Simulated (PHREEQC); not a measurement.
Consider water at 6.4 °C with 2.2 mmol/kgw HF, 22 mmol/kgw NH4HF2 and 1.6 mmol/kgw (NH4)2SiF6. Closed to the air; pH follows from the charge balance.

All values are PHREEQC results (ion-association model, wateq4f.dat), not measurements.

Problem. The ionic strength comes out as 0.0278 mol/kgw. What activity coefficients do F-, HF2-, H+, SiF6-2, NH4+ get?

Solution. F- 0.85, HF2- 0.85, H+ 0.88, SiF6-2 0.55, NH4+ 0.86.

No solid was allowed to form. wateq4f.dat counts part of the HF as a dimer, H2F2, which phreeqc.dat doesn't know; its constant is uncertain. Away from 25 °C the constants follow the database's enthalpies or fits; those with neither stay at their 25 °C values. SiF6-2 is the database's only silicon fluoride.
